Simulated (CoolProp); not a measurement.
A simple Rankine cycle with n-butane: condensing at 310.15 K, boiler at 1.95 MPa, turbine inlet 401.2 K, turbine efficiency 0.8, pump efficiency 0.8, no recuperator. Each further row changes one setting.

The numbers come from the reference Helmholtz-energy equation of state, Bücker 2006 in CoolProp.

```json
[
 {"case": "as stated", "thermal efficiency (%)": "12.1", "net work (kJ/kg)": "…", "heat in (kJ/kg)": "484", "turbine exit temperature (K)": "349.6", "volume ratio over the turbine": "…"},
 {"case": "turbine inlet 421.2 K", "thermal efficiency (%)": "12.0", "net work (kJ/kg)": "…", "heat in (kJ/kg)": "536", "turbine exit temperature (K)": "372.5", "volume ratio over the turbine": "5.98"},
 {"case": "condensing temperature 302.15 K", "thermal efficiency (%)": "13.3", "net work (kJ/kg)": "…", "heat in (kJ/kg)": "504", "turbine exit temperature (K)": "344.1", "volume ratio over the turbine": "…"},
 {"case": "boiler pressure 1.36 MPa", "thermal efficiency (%)": "10.0", "net work (kJ/kg)": "50.7", "heat in (kJ/kg)": "…", "turbine exit temperature (K)": "…", "volume ratio over the turbine": "4.04"},
 {"case": "turbine efficiency 0.7", "thermal efficiency (%)": "10.5", "net work (kJ/kg)": "…", "heat in (kJ/kg)": "484", "turbine exit temperature (K)": "353.5", "volume ratio over the turbine": "6.34"}
]
```

### Question
What belongs in the gaps?

### Answer

- as stated, net work (kJ/kg): 58.6
- as stated, volume ratio over the turbine: 6.26
- turbine inlet 421.2 K, net work (kJ/kg): 64.6
- condensing temperature 302.15 K, net work (kJ/kg): 67.0
- condensing temperature 302.15 K, volume ratio over the turbine: 7.88
- boiler pressure 1.36 MPa, heat in (kJ/kg): 505
- boiler pressure 1.36 MPa, turbine exit temperature (K): 364.1
- turbine efficiency 0.7, net work (kJ/kg): 50.8
